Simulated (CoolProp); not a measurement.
Ethylene at 241.98 K and 1.24 MPa is compressed adiabatically to 5.72 MPa with isentropic efficiency 0.8. Each further row changes one setting.

Values from CoolProp's reference Helmholtz-energy equation of state, Smukala 2000.

| case | work (kJ/kg) | final temperature (K) | final density (kg/m³) |
|---|---|---|---|
| as stated | ___ | 355.3 | 67.5 |
| efficiency 1 | ___ | ___ | ___ |
| efficiency 0.65 | ___ | 369.0 | ___ |

Fill in the missing entries.


- as stated, work (kJ/kg): 133
- efficiency 1, work (kJ/kg): 107
- efficiency 1, final temperature (K): 343.8
- efficiency 1, final density (kg/m³): 72.4
- efficiency 0.65, work (kJ/kg): 164
- efficiency 0.65, final density (kg/m³): 62.9
